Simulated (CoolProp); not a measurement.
Aqueous methanol as a coolant, 60 % by mass, freezing at -73.0 °C, 1 atm.

The numbers come from the Melinder's fits for secondary coolants in CoolProp.

| T (°C) | Prandtl number | cp (kJ/(kg K)) | density (kg/m³) | conductivity (W/(m K)) |
|---|---|---|---|---|
| -32 | 96.2 | 2.812 | 931.5 | 0.303 |
| -27 | 77.4 | 2.881 | 928.1 | 0.303 |
| -22 | 63.2 | [?] | 924.6 | 0.304 |
| -17 | 52.3 | 3.011 | 921.1 | 0.305 |
| -11.9 | 43.7 | 3.074 | [?] | 0.305 |
| -6.9 | 37.0 | 3.132 | 913.9 | 0.306 |
| -1.9 | 31.7 | 3.186 | 910.3 | 0.307 |
| 3.1 | 27.4 | [?] | 906.7 | 0.307 |
| 8.1 | 23.8 | 3.284 | 903.1 | [?] |
| 13.1 | 20.8 | [?] | 899.4 | 0.309 |
| 18.1 | 18.4 | 3.365 | 895.8 | 0.309 |
| 23.1 | 16.2 | 3.399 | 892.1 | 0.310 |
| 28.2 | 14.3 | 3.428 | 888.3 | 0.310 |
| 33.2 | 12.7 | 3.451 | 884.7 | 0.311 |

Question: What belongs in the gaps?

Answer: 
- -22, cp (kJ/(kg K)): 2.947
- -11.9, density (kg/m³): 917.5
- 3.1, cp (kJ/(kg K)): 3.237
- 8.1, conductivity (W/(m K)): 0.308
- 13.1, cp (kJ/(kg K)): 3.327
